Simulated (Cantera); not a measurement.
A closed system holds: 1 mol SrCl2, 96 mol N2, 0.65 mol H2O, at 133 Pa.

Cantera equilibrium calculation (NASA polynomials, part measured and part estimated; ideal gas, pure solids and liquids). Candidate condensed phases: H2O, NH4Cl, Sr, SrCl2, SrO, Sr(OH)2; 35 gas species. Condensed phases not in the tables: oxide chlorides. Rates play no part.

### Question
At 1350 K, list the 6 most abundant gas species with their mole fractions, and the condensed phases.

### Answer
N2 0.983, SrCl2 0.00903, H2O 0.00544, HCl 0.00239, Cl 2.85e-5, H2 2.09e-5. Condensed: SrO(s).
